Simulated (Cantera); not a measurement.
Cantera run, input and output.

```python
import numpy as np
import cantera as ct

gas = ct.Solution("h2o2.yaml")
gas.TPX = 1200, 13332, {'H2': 1.9, 'O2': 1, 'N2': 2.4}
reactor = ct.IdealGasConstPressureReactor(gas, energy="off", clone=False)
net = ct.ReactorNet([reactor])
net.rtol, net.atol = 1e-08, 1e-18
show = ['H2', 'O2', 'HO2', 'H2O2', 'H2O', 'H', 'OH']
times = np.geomspace(0.0006, 3, 9)

steps = ct.SolutionArray(gas, extra=["t"])
rows = []
print(f"{'t/s':>10s}{'T/K':>9s}{'P/Pa':>11s}" + "".join(f"{s:>11s}" for s in show))
for t in times:
    while net.time < t:
        t_next = net.step()
        steps.append(gas.state, t=t_next)
    rows.append([np.interp(t, steps.t, y) for y in (steps.T, steps.P, *steps(*show).X.T)])
    print(f"{t:10.3e}{rows[-1][0]:9.1f}{rows[-1][1]:11.4g}" + "".join(f"{x:11.3e}" for x in rows[-1][2:]))
rate = np.gradient(steps.T, steps.t)
print("integrator steps:", len(steps.t))
if steps.T.max() > steps.T[0] + 200:
    print(f"time of steepest temperature rise: {steps.t[rate.argmax()]:.4e} s")
gas.TPX = 1200, 13332, {'H2': 1.9, 'O2': 1, 'N2': 2.4}
gas.equilibrate("TP")
print(f"equilibrium (TP): T = {gas.T:.1f} K  " + "  ".join(f"{s} {gas[s].X[0]:.3e}" for s in show))
```

It prints:

```
       t/s      T/K       P/Pa         H2         O2        HO2       H2O2        H2O          H         OH
 6.000e-04   1200.0  1.333e+04  4.230e-02  4.440e-02  1.144e-05  1.496e-06  3.160e-01  7.699e-02  5.383e-03
 1.740e-03   1200.0  1.333e+04  1.959e-02  2.296e-02  6.935e-06  1.732e-06  3.989e-01  1.443e-02  2.587e-03
 5.045e-03   1200.0  1.333e+04  6.451e-03  1.467e-02  4.335e-06  1.499e-06  4.265e-01  1.999e-03  1.143e-03
 1.463e-02   1200.0  1.333e+04  1.505e-03  1.212e-02  2.675e-06  8.379e-07  4.345e-01  1.930e-04  4.819e-04
 4.243e-02   1200.0  1.333e+04  2.510e-04  1.157e-02  9.604e-07  2.687e-07  4.363e-01  1.255e-05  1.883e-04
 1.230e-01   1200.0  1.333e+04  3.655e-05  1.149e-02  1.842e-07  6.221e-08  4.367e-01  7.244e-07  7.387e-05
 3.568e-01   1200.0  1.333e+04  6.104e-06  1.149e-02  3.315e-08  1.408e-08  4.368e-01  5.338e-08  3.193e-05
 1.035e+00   1200.0  1.333e+04  1.354e-06  1.149e-02  7.725e-09  3.703e-09  4.368e-01  5.940e-09  1.570e-05
 3.000e+00   1200.0  1.333e+04  3.996e-07  1.149e-02  2.844e-09  1.178e-09  4.368e-01  9.813e-10  8.674e-06
integrator steps: 2326
equilibrium (TP): T = 1200.0 K  H2 1.427e-07  O2 1.149e-02  HO2 1.916e-09  H2O2 4.096e-10  H2O 4.368e-01  H 2.055e-10  OH 5.023e-06
```

Model: the H2/O2 subset of GRI-Mech 3.0, which has no nitrogen chemistry, integrated in Cantera. The temperature is held fixed by assumption; the heat of reaction is taken as removed at once.
